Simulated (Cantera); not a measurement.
A closed system holds: 1 mol Si(CH3)4, 0.023 mol C3H8, 150 mol H2, 1 mol CH4, equilibrated at 0.160 bar.

These are equilibrium values from Cantera (NASA tables, ideal gas, pure condensed phases), not measurements of a reactor. Candidate condensed phases: C, C6H6, C7H8, C8H18, Si, SiC; 87 gas species. Equilibrium is a limit: real reactors are often held back by kinetics, nucleation or transport.

Q: At 1875 K, list the 4 most abundant gas species with their mole fractions, and the condensed phases.

A: H2 0.998, H 0.00164, C2H2 (acetylene) 0.000316, CH4 9.65e-5. Condensed: C(graphite) + SiC(s).
